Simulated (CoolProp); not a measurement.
Vapour-liquid equilibrium of carbon dioxide (1) + 1-butene (2) at 239.8 K; x and y are mole fractions of (1).

Model: multi-fluid Helmholtz-energy mixture model, Span 1996 and Lemmon 2005; pair parameters Bell 2016, in CoolProp.

```tsv
x	bubble pressure (MPa)	y at the bubble point	dew pressure at overall composition x (MPa)	liquid density (mol/L)
0.05	0.1131	0.734	0.03236	12.04
0.2	0.3712	0.926	0.03840	13.20
0.35	0.6001	0.958	0.04716	14.53
0.5	0.7762	0.971	0.06105	16.11
0.65	0.9137	0.979	0.08654	18.01
0.8	1.045	0.986	0.1486	20.39
0.95	1.207	0.996	0.5210	23.49
```

No azeotrope shows between x = 0.05 and 0.95.

The pair parameters rest on a limited set of measurements; away from them the model extrapolates.
